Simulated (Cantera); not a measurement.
What does this Cantera script print?

```python
import numpy as np
import cantera as ct

gas_names = """
    C CO CO2 C2 C2O C3 C3O2 C4 C5 O O2 O3 Si SiC SiC2 SiO SiO2 Si2 Si2C Si3
""".split()
cond_names = """
    C(gr) Si(cr) Si(L) SiC(b) SiO2(Lqz) SiO2(hqz) SiO2(L)
""".split()


def load(file, names, dense=False):
    # The tables refer to 1 bar. Condensed volumes are neglected.
    table = {s.name: s for s in ct.Species.list_from_file(file)}
    out = []
    for n in names:
        d = dict(table[n].input_data)
        d["thermo"] = dict(d["thermo"], **{"reference-pressure": 1e5})
        if dense:
            d["equation-of-state"] = {"model": "constant-volume", "density": "1e6 g/cm^3"}
        out.append(ct.Species.from_dict(d))
    return out


gas = ct.Solution(thermo="ideal-gas", species=load("nasa_gas.yaml", gas_names))
cond = {s.name: ct.Solution(thermo="fixed-stoichiometry", species=[s], name=s.name)
        for s in load("nasa_condensed.yaml", cond_names, dense=True)}
atoms = {
    'SiO2': {'Si': 1, 'O': 2},
    'C': {'C': 1},
    'CO': {'C': 1, 'O': 1},
}
top_T = {'C(gr)': 4500, 'SiC(b)': 3050}  # K; cautious upper limits of use, not melting points


def equilibrate(T, P, feed):
    n = {}
    for name, mol in feed.items():
        for a, k in atoms[name].items():
            n[a] = n.get(a, 0.0) + k * mol
    gas.TPX = T, P, n
    mass = sum(n.values()) * gas.mean_molecular_weight
    gas.equilibrate("TP")
    valid = [c for c in cond.values() if c.min_temp <= T <= top_T.get(c.name, c.max_temp)]
    mix = ct.Mixture([(gas, mass / gas.mean_molecular_weight)] + [(c, 0.0) for c in valid])
    mix.T, mix.P = T, P
    mix.equilibrate("TP", solver="vcs", rtol=1e-11, max_steps=5000)
    return mix


results = []
feed = {'SiO2': 1, 'C': 3.5, 'CO': 0.98}  # mol
T = 2348.15  # K
P = 56  # Pa
mix = equilibrate(T, P, feed)
results.append((T, P, feed, dict(zip(mix.species_names, mix.species_moles))))
print(gas.report(threshold=1e-05))
for i in range(1, mix.n_phases):
    print(f"{mix.phase(i).name:16s} {mix.phase_moles(i):12.5e} mol")
```

Output:

```
       temperature   2348.2 K
          pressure   56 Pa
           density   8.3967e-05 kg/m^3
  mean mol. weight   29.274 kg/kmol
   phase of matter   gas

                          1 kg             1 kmol
                     ---------------   ---------------
          enthalpy        3.2919e+06        9.6368e+07  J
   internal energy         2.625e+06        7.6844e+07  J
           entropy             11143         3.262e+05  J/K
    Gibbs function       -2.2874e+07       -6.6961e+08  J
 heat capacity c_p            1194.5             34969  J/K
 heat capacity c_v            910.51             26654  J/K

                      mass frac. Y      mole frac. X     chem. pot. / RT
                     ---------------   ---------------   ---------------
                 C        1.3196e-05        3.2163e-05            -3.119
                CO           0.72136           0.75391           -41.693
                C3         8.784e-05        7.1363e-05            -9.357
                Si           0.18988           0.19791           -9.3199
               SiC        5.4498e-05        3.9789e-05           -12.439
              SiC2          0.057216          0.032144           -15.558
               SiO          0.010017         0.0066519           -47.894
               Si2        0.00062426        0.00032534            -18.64
              Si2C          0.020737         0.0089037           -21.759
     [  +11 minor]        1.9032e-05        1.1254e-05

C(gr)             1.23811e+00 mol
Si(L)             0.00000e+00 mol
SiC(b)            0.00000e+00 mol
SiO2(L)           0.00000e+00 mol
```

Cantera equilibrium calculation (NASA polynomials, part measured and part estimated; ideal gas, pure solids and liquids).
